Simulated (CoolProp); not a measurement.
Sulfur hexafluoride at several states: fugacity coefficient from the reference equation and from simpler models built on Tc = 45.6 °C, pc = 3.755 MPa, ω = 0.210; each cubic takes its own stable root.

Values from CoolProp's reference Helmholtz-energy equation of state, Guder 2009.

```json
[
 {"T (°C)": "275.55", "p (MPa)": "3.63", "phase": "gas", "reference": "0.9657", "Redlich-Kwong": "0.9463", "Soave-Redlich-Kwong": "0.9735", "Peng-Robinson": "0.9565"},
 {"T (°C)": "324.15", "p (MPa)": "3.12", "phase": "gas", "reference": "0.9829", "Redlich-Kwong": "0.9667", "Soave-Redlich-Kwong": "0.9900", "Peng-Robinson": "0.9768"},
 {"T (°C)": "296.25", "p (MPa)": "0.175", "phase": "gas", "reference": "0.9985", "Redlich-Kwong": "0.9976", "Soave-Redlich-Kwong": "0.9989", "Peng-Robinson": "0.9981"},
 {"T (°C)": "-22.55", "p (MPa)": "6.18", "phase": "liquid", "reference": "0.1127", "Redlich-Kwong": "0.1432", "Soave-Redlich-Kwong": "0.1166", "Peng-Robinson": "0.1114"},
 {"T (°C)": "79.15", "p (MPa)": "3.69", "phase": "gas", "reference": "0.7756", "Redlich-Kwong": "0.7634", "Soave-Redlich-Kwong": "0.7746", "Peng-Robinson": "0.7507"},
 {"T (°C)": "70.65", "p (MPa)": "0.184", "phase": "gas", "reference": "0.9873", "Redlich-Kwong": "0.9866", "Soave-Redlich-Kwong": "0.9871", "Peng-Robinson": "0.9854"}
]
```
